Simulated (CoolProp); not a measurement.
CF4 (R14) at 298.15 K and 1.17 MPa flows at 3.2 m/s in a round tube of 6 mm bore and 45 µm roughness, fully developed (64/Re and Nu = 3.66 if laminar; Colebrook and Gnielinski if turbulent). Each further row changes one setting.

Values from CoolProp's reference Helmholtz-energy equation of state, Platzer 1990. This equation is an older, rougher fit.

```tsv
case	Reynolds number	Darcy friction factor	pressure drop (Pa/m)	heat-transfer coefficient (W/(m² K))	mass flow (kg/h)
as stated	46700	0.0360	[?]	506	14.1
velocity 6.4 m/s	93400	0.0352	5220	1000	28.3
diameter 12 mm	93400	[?]	539	[?]	[?]
```

Problem. Some entries are withheld; supply them.

Solution. 
- as stated, pressure drop (Pa/m): 1330
- diameter 12 mm, Darcy friction factor: 0.0291
- diameter 12 mm, heat-transfer coefficient (W/(m² K)): 408
- diameter 12 mm, mass flow (kg/h): 56.6

Viscosity comes from a separate model (Huber 2003), an estimate that may be off by 10 % or more. Thermal conductivity comes from a separate model (Huber 2003), an estimate that may be off by 10 % or more.
